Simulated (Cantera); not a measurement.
An isothermal, constant-pressure homogeneous reactor starts with H2 : O2 = 0.34 : 1 (molar parts), equivalence ratio 0.17, at 1448 K and 0.0267 bar. Integrator tolerance rtol = 1e-08.

Detailed kinetics in Cantera: GRI-Mech 3.0 (53 species, 325 reactions). Radical loss at walls, strong at low pressure, is not modelled. The temperature is held fixed by assumption; the heat of reaction is taken as removed at once.

### Question
What does this change do: pressure from 0.0267 bar to 0.0133 bar?

### Answer
```csv
quantity,before,after
x(H2) at 1.00 s,2.56e-6 (gas-phase equilibrium 1.96e-6),1.18e-5 (gas-phase equilibrium 2.77e-6)
x(O2) at 1.00 s,0.709 (gas-phase equilibrium 0.709),0.709 (gas-phase equilibrium 0.709)
x(H) at 1.00 s,1.19e-7 (gas-phase equilibrium 7.95e-8),1.16e-6 (gas-phase equilibrium 1.34e-7)
x(O) at 1.00 s,1.32e-5 (gas-phase equilibrium 1.01e-5),6.07e-5 (gas-phase equilibrium 1.43e-5)
x(H2O2) at 1.00 s,6.80e-9 (gas-phase equilibrium 6.08e-9),8.89e-9 (gas-phase equilibrium 4.30e-9)
x(OH) at 1.00 s,0.000321 (gas-phase equilibrium 0.000281),0.000687 (gas-phase equilibrium 0.000334)
x(H2O) at 1.00 s,0.290 (gas-phase equilibrium 0.290),0.290 (gas-phase equilibrium 0.290)
```
